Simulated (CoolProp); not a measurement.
A closed Brayton cycle with carbon dioxide: compressor inlet 315.15 K and 8.4 MPa, high pressure 22.6 MPa, turbine inlet 915 K, compressor efficiency 0.85, turbine efficiency 0.93, recuperator effectiveness 0.95 (on enthalpy, no pinch check). Each further row changes one setting.

Computed with CoolProp (reference Helmholtz-energy equation of state, Span 1996).

```json
[
 {"case": "as stated", "thermal efficiency (%)": "41.0", "net work (kJ/kg)": "110", "compressor to turbine work": "0.27", "compressor exit (K)": "384.3", "turbine exit (K)": "784.8"},
 {"case": "turbine inlet 865 K", "thermal efficiency (%)": "39.4", "net work (kJ/kg)": "101", "compressor to turbine work": "0.29", "compressor exit (K)": "384.3", "turbine exit (K)": "739.4"},
 {"case": "compressor inlet 325.15 K", "thermal efficiency (%)": "40.2", "net work (kJ/kg)": "100", "compressor to turbine work": "0.33", "compressor exit (K)": "407.2", "turbine exit (K)": "784.8"},
 {"case": "high pressure 19.2 MPa", "thermal efficiency (%)": "39.6", "net work (kJ/kg)": "94.6", "compressor to turbine work": "0.26", "compressor exit (K)": "372.7", "turbine exit (K)": "805.6"},
 {"case": "recuperator effectiveness 0.5", "thermal efficiency (%)": "23.0", "net work (kJ/kg)": "110", "compressor to turbine work": "0.27", "compressor exit (K)": "384.3", "turbine exit (K)": "784.8"}
]
```
